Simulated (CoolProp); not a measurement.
Vapour-liquid equilibrium of ethanol (1) + cyclohexane (2) at 777 kPa; x and y are mole fractions of (1).

Values from CoolProp's multi-fluid Helmholtz-energy mixture model, Schroeder 2014 and Zhou 2014; pair parameters Bell 2016.

```tsv
x	bubble temperature (K)	y at the bubble point	dew temperature at overall composition x (K)	liquid density (mol/L)
0.05	429.9	0.197	438.2	7.669
0.15	418.4	0.395	432.6	8.129
0.25	413.4	0.487	426.9	8.562
0.35	410.9	0.539	421.1	9.027
0.45	409.7	0.576	415.3	9.558
0.55	409.1	0.610	410.5	10.18
0.65	408.8	0.651	408.8	10.90
0.75	409.1	0.707	409.6	11.74
0.85	410.2	0.790	411.3	12.70
0.95	412.5	0.916	413.2	13.79
```

y crosses x between x = 0.65 and 0.75: the model has an azeotrope there.

Pair parameters are fitted to limited data, so mixtures are less certain than the pure fluids.
